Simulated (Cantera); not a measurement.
Feed: 1 mol Si, 0.18 mol CO2, 1.1 mol H2, at 7.50 Torr.

Method: chemical equilibrium by Gibbs-energy minimisation in Cantera with the NASA 1993 tables (ideal gas, pure condensed phases). Candidate condensed phases: C, C6H6, C7H8, C8H18, H2O, Si, SiC, SiO2; 123 gas species. Mutual solubility and eutectic melting of coexisting phases are not modelled. The tables hold silica as quartz up to 1696 K and as liquid above; real silica turns to tridymite and cristobalite and melts near 1996 K. Gases not in the tables: Si2H6 and higher silanes. Equilibrium is a limit: real reactors are often held back by kinetics, nucleation or transport.

Problem. What share of the Si ends up in condensed phases as a function of T (K), at 950, 1050, 1150, 1250, 1350, 1450, 1550, 1650, 1750, 1850, 1950?

Solution. 
```tsv
T (K)	Si condensed (%)	as
950	100.0	Si(s) + SiC(s) + SiO2(β-quartz)
1050	100.0	Si(s) + SiC(s) + SiO2(β-quartz)
1150	100.0	Si(s) + SiC(s) + SiO2(β-quartz)
1250	100.0	Si(s) + SiC(s) + SiO2(β-quartz)
1350	99.7	Si(s) + SiC(s) + SiO2(β-quartz)
1450	97.7	Si(s) + SiC(s) + SiO2(β-quartz)
1550	84.2	Si(s) + SiC(s) + SiO2(β-quartz)
1650	65.5	Si(s) + SiC(s)
1750	66.5	Si(l) + SiC(s)
1850	68.4	Si(l) + SiC(s)
1950	70.8	Si(l) + SiC(s)
```
